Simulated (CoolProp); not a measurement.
The numbers come from the reference Helmholtz-energy equation of state, Thol 2015 in CoolProp.

For octamethylcyclotetrasiloxane (D4), give the phase and the density (kg/m³), cp (kJ/(kg K)), Joule-Thomson coefficient (K/MPa), isothermal compressibility (1/MPa) at 346.85 °C and 0.561 MPa.


- 346.85 °C and 0.561 MPa: gas; density 37.0, cp 2.08, Joule-Thomson coefficient 8.66, isothermal compressibility 2.07
